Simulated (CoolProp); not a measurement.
A single-stage vapour-compression cycle with the fluid: evaporating at 314.15 K (dew point), condensing at 345.15 K (bubble point), superheat 8 K, subcooling 8 K, compressor efficiency 0.65, no pressure losses. The same conditions are run with several fluids, on thermodynamics alone (safety and materials aside).

Computed with CoolProp (reference Helmholtz-energy equation of state of each fluid (the fluoroketone C6F12O (FK-5-1-12): McLinden 2015; isohexane: Lemmon 2006; R142b: Lemmon 2006; chlorine: Thol 2021; R21: Platzer 1990; R245ca: Zhou 2016)). The equations of Platzer and Polt are older, rougher fits.

| fluid | cooling COP | pressure ratio | discharge temperature (K) | refrigerating effect (kJ/kg) | volumetric capacity (kJ/m³) |
|---|---|---|---|---|---|
| the fluoroketone C6F12O (FK-5-1-12) | 5.85 | [?] | 345.2 | 71.5 | 673 |
| isohexane | 6.20 | 2.76 | 350.4 | 296 | [?] |
| R142b | [?] | [?] | 361.2 | 166 | 3790 |
| chlorine | [?] | 1.98 | 403.0 | 216 | 7650 |
| R21 | 6.13 | 2.32 | [?] | [?] | 2520 |
| R245ca | 6.13 | 2.57 | 354.9 | 170 | 1610 |

### Question
Complete the blanks.

### Answer

- the fluoroketone C6F12O (FK-5-1-12), pressure ratio: 2.78
- isohexane, volumetric capacity (kJ/m³): 516
- R142b, cooling COP: 5.96
- R142b, pressure ratio: 2.16
- chlorine, cooling COP: 5.76
- R21, discharge temperature (K): 378.6
- R21, refrigerating effect (kJ/kg): 201

The compression ends wet for: the fluoroketone C6F12O (FK-5-1-12).
